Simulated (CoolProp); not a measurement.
A simple Rankine cycle with toluene: condensing at 322.15 K, boiler at 1.84 MPa, turbine inlet 531.7 K, turbine efficiency 0.8, pump efficiency 0.6, no recuperator. Each further row changes one setting.

Computed with CoolProp (reference Helmholtz-energy equation of state, Lemmon 2006). It is a short technical equation, of lower accuracy than the large ones.

| case | thermal efficiency (%) | net work (kJ/kg) | heat in (kJ/kg) | turbine exit temperature (K) | volume ratio over the turbine |
|---|---|---|---|---|---|
| as stated | 22.1 | 150 | 680 | [?] | 176 |
| turbine inlet 551.7 K | [?] | 160 | 727 | 438.8 | 166 |
| condensing temperature 314.15 K | 23.1 | 160 | 694 | 409.2 | 247 |
| boiler pressure 1.29 MPa | 21.0 | [?] | 701 | 430.5 | [?] |
| turbine efficiency 0.7 | 19.3 | 131 | 680 | 427.6 | 181 |

Problem. Fill in the missing entries.

Solution. 
- as stated, turbine exit temperature (K): 415.6
- turbine inlet 551.7 K, thermal efficiency (%): 22.0
- boiler pressure 1.29 MPa, net work (kJ/kg): 148
- boiler pressure 1.29 MPa, volume ratio over the turbine: 109
